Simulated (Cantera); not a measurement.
Input (Python, Cantera) and output of one run.

```python
import numpy as np
import cantera as ct

gas_names = [...]  # 109 gases of nasa_gas.yaml made of C, Cl, H, Si
cond_names = """
    C(gr) C6H6(L) C7H8(L) C8H18(L),n-octa Si(cr) Si(L) SiC(b)
""".split()


# ... load() reads the species with a 1 bar reference pressure and builds the phases ...
atoms = {
    'SiCl4': {'Si': 1, 'CL': 4},
    'CH4': {'C': 1, 'H': 4},
    'H2': {'H': 2},
    'HCl': {'H': 1, 'CL': 1},
}
top_T = {'C(gr)': 4500, 'SiC(b)': 3050}  # K; cautious upper limits of use, not melting points


# ... equilibrate(T, P, feed) seeds the gas with the atoms and calls Mixture.equilibrate('TP', solver="vcs", rtol=1e-11, max_steps=5000) ...
results = []
feed = {'SiCl4': 1, 'CH4': 1.4, 'H2': 14, 'HCl': 0.12}  # mol
T = 1925  # K
P = 10000  # Pa
mix = equilibrate(T, P, feed)
results.append((T, P, feed, dict(zip(mix.species_names, mix.species_moles))))
x = sorted(zip(gas.X, gas.species_names), reverse=True)
print(f"T = {T:g} K  P = {P:g} Pa  gas = {mix.phase_moles(0):.4g} mol")
print("   x: " + "  ".join(f"{s} {v:.3e}" for v, s in x if v > 1e-06))
print("   condensed (mol): " + ("  ".join(f"{mix.phase(i).name} {mix.phase_moles(i):.4g}"
      for i in range(1, mix.n_phases) if mix.phase_moles(i) > 1e-12) or "none"))
```

Result:

```
T = 1925 K  P = 10000 Pa  gas = 18.95 mol
   x: H2 7.855e-01  HCL 2.049e-01  SiCL2 5.762e-03  H 2.679e-03  CL 5.258e-04  C2H2,acetylene 3.597e-04  SiCL3 1.274e-04  CH4 3.223e-05  SiCL 2.262e-05  Si 7.152e-06  SiHCL3 4.673e-06  SiCL4 3.650e-06  SiH2 2.200e-06  CH3 2.197e-06  SiH 1.632e-06  SiH2CL2 1.131e-06
   condensed (mol): C(gr) 0.4981  SiC(b) 0.8876
```

Equilibrium computed with Cantera from the NASA thermochemical tables; the gas is ideal and each condensed phase is pure. The tables' values for SiCl3, SiCl are old estimates; treat these amounts as uncertain.
